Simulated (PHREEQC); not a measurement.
# Acid rinse or clean (model solution)

A solution holds 0.00018 mol HNO3, 0.015 mol CuSO4 and 0.04 mol CuCl2 per kg of water, at 25 °C. Closed to the air; pH follows from the charge balance.

All values are PHREEQC results (ion-association model, phreeqc.dat), not measurements.

Precipitation was switched off in this run.

Task: Estimate the pH, ionic strength.

Result: pH 3.92; ionic strength 0.143 mol/kgw.

Task: In which forms is Cl present?

Result: Cl- 96 %, CuCl+ 4.1 % of the Cl.
